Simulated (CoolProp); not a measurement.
Model: reference Helmholtz-energy equation of state, Lemmon 2016, in CoolProp.

Give the vapour pressure (bar), liquid density (kg/m³), vapour density (kg/m³), enthalpy of vaporisation (kJ/kg) of saturated R115 at 198.1, 216.4 K.


```json
[
 {"T (K)": "198.1", "p (bar)": "0.145", "liquid density (kg/m³)": "1670", "vapour density (kg/m³)": "1.37", "enthalpy of vaporisation (kJ/kg)": "138"},
 {"T (K)": "216.4", "p (bar)": "0.430", "liquid density (kg/m³)": "1610", "vapour density (kg/m³)": "3.77", "enthalpy of vaporisation (kJ/kg)": "132"}
]
```
